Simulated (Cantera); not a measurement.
Transport properties of process gases

Gas mixture: 34.1 % CO2, 25.7 % C2H2, 27.9 % CO, 12.3 % NH3, at 120000 Pa, frozen composition.

Cantera's kinetic-theory transport with the Lennard-Jones parameters of GRI-Mech 3.0, ideal gas; thermal conductivity in the mixture-averaged form. Polar gases are described roughly by these parameters. The composition is frozen, though it would react at the higher temperatures.

```json
[
 {"T (K)": "400", "ρ (kg/m³)": "1.14", "cp (J/kg/K)": "1264", "μ (µPa s)": "18.1", "λ (mW/m/K)": "31.6", "Pr": "0.726", "D (cm²/s) H2O": "0.272", "D (cm²/s) NO": "0.249", "D (cm²/s) NH3": "0.261"},
 {"T (K)": "650", "ρ (kg/m³)": "0.702", "cp (J/kg/K)": "1462", "μ (µPa s)": "26.9", "λ (mW/m/K)": "53.8", "Pr": "0.730", "D (cm²/s) H2O": "0.692", "D (cm²/s) NO": "0.581", "D (cm²/s) NH3": "0.652"},
 {"T (K)": "900", "ρ (kg/m³)": "0.507", "cp (J/kg/K)": "1604", "μ (µPa s)": "34.2", "λ (mW/m/K)": "75.1", "Pr": "0.731", "D (cm²/s) H2O": "1.26", "D (cm²/s) NO": "1.01", "D (cm²/s) NH3": "1.17"},
 {"T (K)": "1150", "ρ (kg/m³)": "0.397", "cp (J/kg/K)": "1711", "μ (µPa s)": "40.7", "λ (mW/m/K)": "95.1", "Pr": "0.731", "D (cm²/s) H2O": "1.96", "D (cm²/s) NO": "1.53", "D (cm²/s) NH3": "1.81"},
 {"T (K)": "1400", "ρ (kg/m³)": "0.326", "cp (J/kg/K)": "1791", "μ (µPa s)": "46.6", "λ (mW/m/K)": "114", "Pr": "0.731", "D (cm²/s) H2O": "2.76", "D (cm²/s) NO": "2.12", "D (cm²/s) NH3": "2.54"},
 {"T (K)": "1650", "ρ (kg/m³)": "0.276", "cp (J/kg/K)": "1852", "μ (µPa s)": "52.0", "λ (mW/m/K)": "132", "Pr": "0.731", "D (cm²/s) H2O": "3.67", "D (cm²/s) NO": "2.79", "D (cm²/s) NH3": "3.36"},
 {"T (K)": "1900", "ρ (kg/m³)": "0.240", "cp (J/kg/K)": "1898", "μ (µPa s)": "57.1", "λ (mW/m/K)": "149", "Pr": "0.730", "D (cm²/s) H2O": "4.67", "D (cm²/s) NO": "3.53", "D (cm²/s) NH3": "4.26"}
]
```
D: mixture-averaged diffusion coefficient of that species in the mixture.
